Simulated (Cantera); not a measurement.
Feed: 1 mol MgO, 0.059 mol SO3, 3.8 mol N2, held at 1898 K and 3.10 bar.

Method: chemical equilibrium by Gibbs-energy minimisation in Cantera with the NASA 1993 tables (ideal gas, pure condensed phases). Kinetics and transport are ignored.

```csv
species,before,after
N2,0.977,0.926
SO2,0.0152,0.0487
O2,0.00699,0.0233
SO3,1.70e-5,9.94e-5
O,1.39e-5,2.54e-5
NO,0.00116,0.00206
SO,5.77e-6,1.02e-5
"MgO(s), mol",1.00,1.00
```
Gas species are given as mole fractions.

Problem. What was changed between the two runs?
A) temperature from 1898 K to 1198.15 K
B) SO3 from 0.059 to 0.2 mol
C) temperature from 1898 K to 1700 K
D) temperature from 1898 K to 1223.15 K

Solution. B, SO3 from 0.059 to 0.2 mol
